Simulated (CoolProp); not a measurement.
Vapour-liquid equilibrium of R125 (1) + R1234yf (2) at -77.25 °C; x and y are mole fractions of (1).

Values from CoolProp's multi-fluid Helmholtz-energy mixture model, Lemmon 2005 and Lemmon 2022; pair parameters Bell 2023.

**Question.** Give the bubble pressure and the first vapour's composition at x = 0.25, 0.35, 0.65. Is there an azeotrope?

**Answer.** x = 0.25: 0.009761 MPa, y = 0.484; x = 0.35: 0.01097 MPa, y = 0.601; x = 0.65: 0.01455 MPa, y = 0.836. No azeotrope shows between x = 0.05 and 0.95.

Pair parameters are fitted to limited data, so mixtures are less certain than the pure fluids.
